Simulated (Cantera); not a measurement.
An isothermal, constant-pressure homogeneous reactor starts with 58.6 % CH4, 37.5 % CO2, 3.93 % H2, at 1798 K and 1.20 bar.

Model: GRI-Mech 3.0 (53 species, 325 reactions), integrated in Cantera.

x: mole fraction; the columns are a selection and need not sum to one.

| t (s) | x CH4 | x CO2 | x H2 | x H | x CH2O |
|---|---|---|---|---|---|
| 4.00e-6 | 0.585 | 0.375 | 0.0395 | 3.64e-6 | 4.39e-8 |
| 3.08e-5 | 0.580 | 0.374 | 0.0418 | 1.30e-5 | 8.35e-6 |
| 0.000238 | ? | 0.359 | ? | ? | ? |
| 0.00183 | 0.235 | 0.248 | 0.315 | 0.000128 | 1.68e-5 |
| 0.0141 | 0.0430 | 0.0475 | 0.361 | 0.000190 | 2.80e-6 |
| 0.109 | 0.0182 | 0.0169 | 0.458 | 0.000224 | 4.87e-7 |
| 0.841 | 0.00813 | 0.00194 | 0.546 | 0.000240 | 1.17e-7 |
| 6.48 | 0.00654 | 6.08e-7 | 0.557 | 0.000242 | 1.07e-7 |
| 50.0 | 0.00654 | 5.79e-7 | 0.557 | 0.000242 | 1.07e-7 |

**Question.** What belongs in the gaps?

**Answer.** 
- 0.000238, x CH4: 0.504
- 0.000238, x H2: 0.0990
- 0.000238, x H: 5.31e-5
- 0.000238, x CH2O: 5.64e-5
